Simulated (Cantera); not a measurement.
**Halide evaporation, hydrolysis and transport: MgF₂ + H₂ + N₂**

Input: 1 mol MgF₂, 1.4 mol H₂, 0.27 mol N₂, at 100 Torr.

Equilibrium computed with Cantera from the NASA thermochemical tables; the gas is ideal and each condensed phase is pure. Candidate condensed phases: Mg, MgF₂; 28 gas species. The tables' values for MgH are old estimates; treat these amounts as uncertain. The numbers say what is thermodynamically allowed, not how fast it happens.

```
T (K)   x H₂   x N₂     x HF   x MgF₂     x Mg     x MgF  n MgF₂(l)
-----  -----  -----  -------  -------  -------  --------  ---------
1648   0.822  0.159  0.00913  0.00430  0.00421  0.000680      0.984
1673   0.817  0.159   0.0115  0.00601  0.00525  0.000948      0.979
1698   0.811  0.158   0.0144  0.00830  0.00649   0.00131      0.972
1723   0.804  0.157   0.0178   0.0113  0.00797   0.00179      0.964
1748   0.795  0.155   0.0219   0.0154  0.00971   0.00241      0.952
1773   0.783  0.154   0.0268   0.0206   0.0117   0.00323      0.937
1798   0.769  0.152   0.0325   0.0274   0.0141   0.00427      0.918
1823   0.752  0.149   0.0392   0.0361   0.0167   0.00560      0.894
```
x: gas mole fraction; n: condensed amount in mol.

From 1648 K to 1823 K the condensed part is MgF₂(l). The main Mg-bearing gas is MgF₂ throughout. The share of Mg in condensed phases is highest at 1648 K (98.4 %) and lowest at 1823 K (89.4 %).
